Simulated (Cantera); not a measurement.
Feed: 1 mol Si, 3.5 mol HF.

These are equilibrium values from Cantera (NASA tables, ideal gas, pure condensed phases), not measurements of a reactor. Candidate condensed phases: Si; 25 gas species. The tables' values for SiF₂, SiF₃ are old estimates. The numbers say what is thermodynamically allowed, not how fast it happens.

### Question
What condenses at these points (T in K, P in Pa): (1523, 32000); (1623, 3.2); (1373, 1); (1473, 1000); (1323, 1)?

### Answer
```
T (K)  P in Pa  condensed phases  Si condensed (%)
-----  -------  ----------------  ----------------
1523     32000                Si               6.6
1623       3.2          gas only               0.0
1373         1          gas only               0.0
1473      1000                Si               4.5
1323         1          gas only               0.0
```
